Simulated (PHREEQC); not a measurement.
Dissolve 0.47 mmol/kgw CuSO4 and 0.11 mmol/kgw HCl at 25 °C. Closed to the air; pH follows from the charge balance.

Computed with PHREEQC (ion-association model, phreeqc.dat).

Task: The ionic strength comes out as 0.00187 mol/kgw. What activity coefficients do H+, Cl-, SO4-2, Cu+2, HSO4- get?

Result: H+ 0.95, Cl- 0.95, SO4-2 0.83, Cu+2 0.83, HSO4- 0.95.

This is a speciation only: nothing precipitates in the calculation. Species that the database lacks are ignored.
